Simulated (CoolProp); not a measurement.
Vapour-liquid equilibrium of trans-2-butene (1) + acetone (2) at 257.7 K; x and y are mole fractions of (1).

Model: multi-fluid Helmholtz-energy mixture model, Lemmon 2005 and Lemmon 2006; pair parameters Bell 2016, in CoolProp.

```tsv
x	bubble pressure (MPa)	y at the bubble point	dew pressure at overall composition x (MPa)	liquid density (mol/L)
0.05	0.01317	0.718	0.004070	14.09
0.15	0.02703	0.873	0.004541	13.75
0.25	0.03561	0.910	0.005135	13.42
0.35	0.04044	0.925	___	13.10
0.45	0.04297	0.932	0.006949	12.80
0.55	___	0.936	0.008439	12.52
0.65	0.04532	0.940	0.01074	12.25
0.75	0.04650	0.946	0.01476	12.00
0.85	0.04820	0.957	0.02347	11.78
0.95	0.05054	0.980	0.04725	___
```

### Question
Fill in the missing entries.

### Answer

- 0.35, dew pressure at overall composition x (MPa): 0.005906
- 0.55, bubble pressure (MPa): 0.04432
- 0.95, liquid density (mol/L): 11.58

No azeotrope shows between x = 0.05 and 0.95.

The pair parameters rest on a limited set of measurements; away from them the model extrapolates. With so large a gap from Raoult's law the liquid may split in two, which this calculation doesn't test in full.
